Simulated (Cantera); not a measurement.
A Cantera script and what it prints.

```python
import numpy as np
import cantera as ct

gas_names = """
    F F2 H HF H2 H2F2 H3F3 H4F4 H5F5 H6F6 H7F7 Si SiF SiF2 SiF3 SiF4 SiH SiHF3 SiH2 SiH2F2 SiH3 SiH3F
    SiH4 Si2 Si3
""".split()
cond_names = """
    Si(cr) Si(L)
""".split()


# ... load() reads the species with a 1 bar reference pressure and builds the phases ...
atoms = {
    'Si': {'Si': 1},
    'HF': {'H': 1, 'F': 1},
    'H2': {'H': 2},
}
top_T = {}  # K; cautious upper limits of use, not melting points


# ... equilibrate(T, P, feed) seeds the gas with the atoms and calls Mixture.equilibrate('TP', solver="vcs", rtol=1e-11, max_steps=5000) ...
results = []
feed = {'Si': 1, 'HF': 8.2, 'H2': 0.92}  # mol
P = 25  # Pa
for T in [1350, 1375, 1400, 1425, 1450, 1475, 1500, 1525, 1550, 1575, 1600, 1625, 1650, 1675]:
    mix = equilibrate(T, P, feed)
    results.append((T, P, feed, dict(zip(mix.species_names, mix.species_moles))))

top = {s: max(r[3][s] / sum(r[3][g] for g in gas_names) for r in results) for s in gas_names}
cols = sorted((s for s in top if top[s] > 0.0001), key=lambda s: -top[s])[:9]
seen = [c for c in cond_names if any(r[3].get(c, 0) > 1e-12 for r in results)]
print("log10 of partial pressures in bar; condensed amounts in mol")
print(f"{'T/K':>10s}" + "".join(f"{s[:9]:>10s}" for s in cols + seen))
for T, P, feed, n in results:
    ng = sum(n[g] for g in gas_names)
    print(f"{T:10.4g}" + "".join(f"{np.log10(max(n[s] / ng * P / 1e5, 1e-99)):10.3f}" for s in cols)
          + "".join(f"{n.get(c, 0):10.4g}" for c in seen))
```

It prints:

```
log10 of partial pressures in bar; condensed amounts in mol
       T/K        HF        H2      SiF4      SiF3         H      SiF2
      1350    -3.888    -4.047    -4.513    -7.106    -7.646    -9.816
      1375    -3.888    -4.047    -4.513    -6.930    -7.489    -9.488
      1400    -3.888    -4.047    -4.514    -6.762    -7.336    -9.172
      1425    -3.888    -4.047    -4.516    -6.599    -7.190    -8.868
      1450    -3.888    -4.048    -4.517    -6.444    -7.048    -8.576
      1475    -3.887    -4.048    -4.520    -6.294    -6.911    -8.295
      1500    -3.887    -4.049    -4.523    -6.151    -6.779    -8.024
      1525    -3.886    -4.050    -4.527    -6.014    -6.651    -7.765
      1550    -3.885    -4.052    -4.533    -5.884    -6.528    -7.517
      1575    -3.884    -4.054    -4.540    -5.760    -6.408    -7.280
      1600    -3.883    -4.056    -4.549    -5.643    -6.293    -7.054
      1625    -3.881    -4.059    -4.561    -5.534    -6.181    -6.839
      1650    -3.879    -4.063    -4.576    -5.432    -6.073    -6.636
      1675    -3.876    -4.068    -4.595    -5.338    -5.969    -6.446
```

Cantera equilibrium calculation (NASA polynomials, part measured and part estimated; ideal gas, pure solids and liquids). The tables' values for SiF3, SiF2 are old estimates; treat these amounts as uncertain.
